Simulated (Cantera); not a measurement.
A closed system holds: 1 mol CH₃Cl, 0.45 mol CH₄, 0.25 mol H₂, at 0.300 bar.

Cantera equilibrium calculation (NASA polynomials, part measured and part estimated; ideal gas, pure solids and liquids). Candidate condensed phases: C, C₆H₆, C₇H₈, C₈H₁₈; 103 gas species. Ions and electrons are included (thermal ionisation). The tables' values for CCl are old estimates; treat these amounts as uncertain. Equilibrium is a limit: real reactors are often held back by kinetics, nucleation or transport. All values below are at 4727 °C.

Base state: H 0.684, C 0.175, Cl 0.130, C₂ 0.00611, H₂ 0.00339, HCl 0.00101, C₃ 0.000521, CH 0.000352 (mole fractions); condensed: gas only.

**Question.** What changes in the equilibrium state with this change: CH₃Cl replaced by c-C₄F₈?

**Answer.** 
```json
[
 {"species": "F", "before": "0", "after": "0.542"},
 {"species": "C", "before": "0.175", "after": "0.267"},
 {"species": "H", "before": "0.684", "after": "0.151"},
 {"species": "Cl", "before": "0.130", "after": "0"},
 {"species": "CF", "before": "0", "after": "0.0124"},
 {"species": "HF", "before": "0", "after": "0.0107"},
 {"species": "C₂", "before": "0.00611", "after": "0.0143"},
 {"species": "HCl", "before": "0.00101", "after": "0"},
 {"species": "CF+", "before": "0", "after": "6.55e-5"},
 {"species": "CCl", "before": "3.19e-5", "after": "0"},
 {"species": "CF₂", "before": "0", "after": "2.38e-5"}
]
```
The feed counts by its element totals alone.
